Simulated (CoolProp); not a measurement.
R407C along the isobar 6.64 MPa: density (kg/m³) from the reference equation and from simpler models built on Tc = 86.2 °C, pc = 4.632 MPa, ω = 0.363; each cubic takes its own stable root.

Computed with CoolProp (reference Helmholtz-energy equation of state, Lemmon 2003). It is a pseudo-pure fit of the blend.

```json
[
 {"T (°C)": "70.35", "phase": "liquid", "reference": "958.6", "Redlich-Kwong": "784.7", "Soave-Redlich-Kwong": "810.7", "Peng-Robinson": "909.1"},
 {"T (°C)": "83.35", "phase": "liquid", "reference": "862.8", "Redlich-Kwong": "703.4", "Soave-Redlich-Kwong": "709.6", "Peng-Robinson": "789.0"},
 {"T (°C)": "96.45", "phase": "supercritical", "reference": "709.2", "Redlich-Kwong": "597.7", "Soave-Redlich-Kwong": "565.9", "Peng-Robinson": "617.1"},
 {"T (°C)": "109.45", "phase": "supercritical", "reference": "453.6", "Redlich-Kwong": "455.2", "Soave-Redlich-Kwong": "386.3", "Peng-Robinson": "411.2"},
 {"T (°C)": "122.45", "phase": "supercritical", "reference": "328.3", "Redlich-Kwong": "340.8", "Soave-Redlich-Kwong": "296.7", "Peng-Robinson": "313.7"},
 {"T (°C)": "135.55", "phase": "supercritical", "reference": "273.9", "Redlich-Kwong": "284.0", "Soave-Redlich-Kwong": "253.1", "Peng-Robinson": "266.2"},
 {"T (°C)": "148.55", "phase": "supercritical", "reference": "241.6", "Redlich-Kwong": "250.5", "Soave-Redlich-Kwong": "226.0", "Peng-Robinson": "236.7"},
 {"T (°C)": "161.65", "phase": "supercritical", "reference": "219.1", "Redlich-Kwong": "227.2", "Soave-Redlich-Kwong": "206.4", "Peng-Robinson": "215.5"},
 {"T (°C)": "174.65", "phase": "supercritical", "reference": "202.3", "Redlich-Kwong": "209.8", "Soave-Redlich-Kwong": "191.5", "Peng-Robinson": "199.4"},
 {"T (°C)": "187.75", "phase": "supercritical", "reference": "188.8", "Redlich-Kwong": "195.8", "Soave-Redlich-Kwong": "179.4", "Peng-Robinson": "186.3"},
 {"T (°C)": "200.75", "phase": "supercritical", "reference": "177.8", "Redlich-Kwong": "184.4", "Soave-Redlich-Kwong": "169.4", "Peng-Robinson": "175.6"},
 {"T (°C)": "213.85", "phase": "supercritical", "reference": "168.5", "Redlich-Kwong": "174.6", "Soave-Redlich-Kwong": "160.8", "Peng-Robinson": "166.4"},
 {"T (°C)": "226.85", "phase": "supercritical", "reference": "160.4", "Redlich-Kwong": "166.2", "Soave-Redlich-Kwong": "153.5", "Peng-Robinson": "158.5"}
]
```
